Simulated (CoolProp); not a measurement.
The fluid at 496.9 K and 1.52 MPa is throttled through a valve to 0.623 MPa with no heat exchange. The same conditions are run with several fluids, on thermodynamics alone (safety and materials aside).

Computed with CoolProp (reference Helmholtz-energy equation of state of each fluid (n-pentane: Thol 2019; chloromethane (R40): Thol 2014; neopentane: Lemmon 2006; propane: Lemmon 2009; R11: Jacobsen 1992)).

### Question
Rank n-pentane, chloromethane (R40), neopentane, propane, R11 by temperature change (K), highest first.

### Answer
propane (-3.7), neopentane (-5.0), n-pentane (-6.9), chloromethane (R40) (-7.1), R11 (-9.5)

```
fluid                final density (kg/m³)
-------------------  ---------------------
n-pentane                             11.7
chloromethane (R40)                   7.88
neopentane                            11.5
propane                               6.83
R11                                   22.1
```
